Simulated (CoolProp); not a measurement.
Vapour-liquid equilibrium of n-decane (1) + n-dodecane (2) at 310.7 K; x and y are mole fractions of (1).

Computed with CoolProp (multi-fluid Helmholtz-energy mixture model, Lemmon 2006 and Lemmon 2004; pair parameters Bell 2016).

```
x      bubble pressure (bar)  y at the bubble point  dew pressure at overall composition x (bar)  liquid density (mol/L)
-----  ---------------------  ---------------------  -------------------------------------------  ----------------------
0.05               0.0006660             (withheld)                                    0.0005051                   4.354
0.125              0.0009478                  0.555                                    0.0005427                   4.400
0.2                 0.001235                  0.688                                    0.0005863                   4.448
0.275               0.001523                  0.771                                    0.0006377                   4.497
0.35                0.001810                  0.828                                    0.0006989                   4.547
0.425               0.002095                  0.868                                    0.0007731                   4.598
0.5                 0.002376                  0.899                                    0.0008651                   4.650
0.575               0.002652                  0.923                                    0.0009822              (withheld)
0.65                0.002925                  0.942                                     0.001136                   4.759
0.725               0.003194                  0.958                                     0.001348                   4.816
0.8               (withheld)                  0.971                                   (withheld)                   4.874
0.875               0.003728                  0.983                                     0.002152                   4.934
0.95                0.003997                  0.994                                     0.003059                   4.995
```

**Question.** Complete the blanks.

**Answer.** 
- 0.05, y at the bubble point: 0.311
- 0.575, liquid density (mol/L): 4.704
- 0.8, bubble pressure (bar): 0.003461
- 0.8, dew pressure at overall composition x (bar): 0.001657

No azeotrope shows between x = 0.05 and 0.95.

The pair parameters rest on a limited set of measurements; away from them the model extrapolates.
